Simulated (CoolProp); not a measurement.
Vapour-liquid equilibrium of ammonia (1) + n-butane (2) at 335.3 K; x and y are mole fractions of (1).

Computed with CoolProp (multi-fluid Helmholtz-energy mixture model, Gao 2020 and Bücker 2006; pair parameters Bell 2016).

### Question
Give the bubble pressure and the first vapour's composition at x = 0.35, 0.5, 0.65. Is there an azeotrope?

### Answer
x = 0.35: 27.84 bar, y = 0.738; x = 0.5: 30.07 bar, y = 0.764; x = 0.65: 30.92 bar, y = 0.780. y crosses x between x = 0.8 and 0.95: the model has an azeotrope there.

The pair parameters rest on a limited set of measurements; away from them the model extrapolates. With so large a gap from Raoult's law the liquid may split in two, which this calculation doesn't test in full.
